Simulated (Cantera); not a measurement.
## Stirred combustor or abatement burner

A perfectly stirred reactor is fed with CO : H2 : O2 : N2 = 1 : 0.12 : 0.622 : 2.34 (molar parts), equivalence ratio 0.90, at 1200000 Pa; it is adiabatic with a 350 K inlet, and is followed from long to short residence time, starting on the burning branch (τ in s: 0.022, 0.012, 0.0068, 0.0037, 0.002, 0.0011, 0.00062, 0.00034, 0.00019, 0.0001, 5.7e-05).

Detailed kinetics in Cantera: GRI-Mech 3.0 (53 species, 325 reactions). The hydrogen kinetics of GRI-Mech 3.0 are dated; newer H2 mechanisms differ, most at raised pressure. The pressure lies above the range GRI-Mech 3.0 was tuned for (to about 10 atm).

```json
[
 {"τ (s)": "0.022", "T (K)": "2423", "x CO": "0.0144", "x H2": "0.000291", "x O2": "0.0218", "x NO": "0.00451", "x H2O": "0.0324", "x OH": "0.00206", "x CO2": "0.267"},
 {"τ (s)": "0.012", "T (K)": "2419", "x CO": "0.0152", "x H2": "0.000306", "x O2": "0.0225", "x NO": "0.00384", "x H2O": "0.0324", "x OH": "0.00213", "x CO2": "0.266"},
 {"τ (s)": "0.0068", "T (K)": "2412", "x CO": "0.0164", "x H2": "0.000329", "x O2": "0.0234", "x NO": "0.00310", "x H2O": "0.0323", "x OH": "0.00222", "x CO2": "0.265"},
 {"τ (s)": "0.0037", "T (K)": "2399", "x CO": "0.0184", "x H2": "0.000370", "x O2": "0.0248", "x NO": "0.00230", "x H2O": "0.0321", "x OH": "0.00237", "x CO2": "0.263"},
 {"τ (s)": "0.0020", "T (K)": "2378", "x CO": "0.0216", "x H2": "0.000434", "x O2": "0.0266", "x NO": "0.00161", "x H2O": "0.0318", "x OH": "0.00258", "x CO2": "0.259"},
 {"τ (s)": "0.0011", "T (K)": "2348", "x CO": "0.0258", "x H2": "0.000523", "x O2": "0.0288", "x NO": "0.00109", "x H2O": "0.0315", "x OH": "0.00284", "x CO2": "0.254"},
 {"τ (s)": "0.00062", "T (K)": "2310", "x CO": "0.0311", "x H2": "0.000636", "x O2": "0.0314", "x NO": "0.000730", "x H2O": "0.0311", "x OH": "0.00314", "x CO2": "0.248"},
 {"τ (s)": "0.00034", "T (K)": "2259", "x CO": "0.0378", "x H2": "0.000783", "x O2": "0.0346", "x NO": "0.000465", "x H2O": "0.0305", "x OH": "0.00345", "x CO2": "0.240"},
 {"τ (s)": "0.00019", "T (K)": "2200", "x CO": "0.0455", "x H2": "0.000950", "x O2": "0.0382", "x NO": "0.000296", "x H2O": "0.0299", "x OH": "0.00373", "x CO2": "0.231"},
 {"τ (s)": "0.00010", "T (K)": "2122", "x CO": "0.0555", "x H2": "0.00116", "x O2": "0.0429", "x NO": "0.000183", "x H2O": "0.0292", "x OH": "0.00394", "x CO2": "0.219"},
 {"τ (s)": "5.7e-5", "T (K)": "2039", "x CO": "0.0661", "x H2": "0.00135", "x O2": "0.0478", "x NO": "0.000123", "x H2O": "0.0286", "x OH": "0.00397", "x CO2": "0.207"}
]
```
x: mole fraction; the columns are a selection and need not sum to one.
